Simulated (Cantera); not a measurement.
An adiabatic, constant-volume homogeneous reactor starts with 6.04 % CH3OH, 19.7 % O2, 74.3 % N2, at 1548 K and 0.987 atm.

Detailed kinetics in Cantera: GRI-Mech 3.0 (53 species, 325 reactions). GRI-Mech 3.0 was tuned for natural gas; its chemistry of methanol as a main component is partial and can be far from experiment.

Task: Predict: time of steepest temperature rise; temperature at 1.00 s; equilibrium temperature; x(O2) at 1.00 s; x(H2) at 1.00 s; x(H) at 1.00 s; x(HO2) at 1.00 s.

Result: 
| Item | Value |
|---|---|
| time of steepest temperature rise | 0.178 ms |
| temperature at 1.00 s | 2581 K |
| equilibrium temperature | 2581 K |
| x(O2) at 1.00 s | 0.0928 (gas-phase equilibrium 0.0928) |
| x(H2) at 1.00 s | 0.00231 (gas-phase equilibrium 0.00231) |
| x(H) at 1.00 s | 0.00131 (gas-phase equilibrium 0.00131) |
| x(HO2) at 1.00 s | 1.12e-5 (gas-phase equilibrium 1.12e-5) |
